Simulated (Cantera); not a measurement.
**Ignition delay**

Mixture: CH3OH : O2 : N2 = 1 : 0.833 : 5.42 (molar parts), at 48000 Pa, adiabatic and at constant pressure. Ignition delay is the time to a rise of 400 K.

Computed with Cantera and GRI-Mech 3.0 (53 species, 325 reactions). GRI-Mech 3.0 was tuned for natural gas; its chemistry of methanol as a main component is partial and can be far from experiment.

```
T0 (K)  delay (ms)
------  ----------
1125          69.0
1225          12.4
1325          2.99
1425         0.928
1525         0.358
1625         0.165
1725        0.0878
1825        0.0537
1925        0.0400
```

```
Property                                                Result
--------------------------------------------------  ----------
apparent activation energy between 1725 and 1925 K  110 kJ/mol
```
